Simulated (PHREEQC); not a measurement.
A solution holds 0.011 mol NaHSO4, 0.038 mol Na2B4O7 and 0.0021 mol KCl per kg of water, at 25 °C. It is in equilibrium with CO2 at log p = -1 (atm). Otherwise closed; pH follows from the charge balance.

Model: Pitzer model, pitzer.dat, run in PHREEQC.

```json
[
 {"quantity": "pH", "before": "7.50", "after": "7.58"},
 {"quantity": "ionic strength (mol/kgw)", "before": "0.100", "after": "0.0786"},
 {"quantity": "HCO3- (mol/kgw)", "before": "0.0571", "after": "0.0668"},
 {"quantity": "SI of Nahcolite (NaHCO3)", "before": "-2.08", "after": "-2.04"},
 {"quantity": "SI of Kalicinite (KHCO3)", "before": "-4.55", "after": "-4.47"}
]
```

Task: What was changed between the two runs?
A) NaHSO4 left out
B) diluted 5-fold with water
C) diluted 10-fold with water
D) KCl replaced by K2CO3 at the same molality
E) Na2B4O7 left out

Result: A, NaHSO4 left out

No solid was allowed to form.
